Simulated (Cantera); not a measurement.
# Stirred combustor or abatement burner

A perfectly stirred reactor is fed with 5.36 % CH4, 4.45 % C2H6, 17.5 % O2, 70.3 % N2, 2.36 % H2O, equivalence ratio 1.5, at 5.00 bar; it is adiabatic with a 500 K inlet, and is followed from long to short residence time, starting on the burning branch (τ in s: 0.072, 0.029, 0.011, 0.0045, 0.0018, 0.0007, 0.00028, 0.00011, 4.3e-05, 1.7e-05).

Detailed kinetics in Cantera: GRI-Mech 3.0 (53 species, 325 reactions).

| τ (s) | T (K) | x CH4 | x C2H6 | x O2 | x OH | x CO | x HCN | x CH2 |
|---|---|---|---|---|---|---|---|---|
| 0.072 | 2001 | 0.00120 | 9.18e-7 | 0.000126 | 5.78e-5 | 0.0827 | 2.77e-5 | 3.35e-7 |
| 0.029 | 2004 | 0.00194 | 2.41e-6 | 0.000285 | 6.68e-5 | 0.0804 | 4.14e-5 | 7.09e-7 |
| 0.011 | 2005 | 0.00283 | 6.36e-6 | 0.000653 | 8.23e-5 | 0.0773 | 5.06e-5 | 1.51e-6 |
| 0.0045 | 2002 | 0.00364 | 1.49e-5 | 0.00134 | 0.000104 | 0.0746 | 5.35e-5 | 2.93e-6 |
| 0.0018 | 1990 | 0.00439 | 3.53e-5 | 0.00269 | 0.000134 | 0.0727 | 5.10e-5 | 5.47e-6 |
| 0.00070 | 1960 | 0.00524 | 8.94e-5 | 0.00547 | 0.000170 | 0.0723 | 4.02e-5 | 9.50e-6 |
| 0.00028 | 1885 | 0.00704 | 0.000281 | 0.0124 | 0.000181 | 0.0736 | 1.77e-5 | 1.27e-5 |
| 0.00011 | 500 | 0.0536 | 0.0445 | 0.175 | <1e-12 | <1e-12 | <1e-12 | <1e-12 |
| 4.3e-5 | 500 | 0.0536 | 0.0445 | 0.175 | <1e-12 | <1e-12 | <1e-12 | <1e-12 |
| 1.7e-5 | 500 | 0.0536 | 0.0445 | 0.175 | <1e-12 | <1e-12 | <1e-12 | <1e-12 |
x: mole fraction; the columns are a selection and need not sum to one.
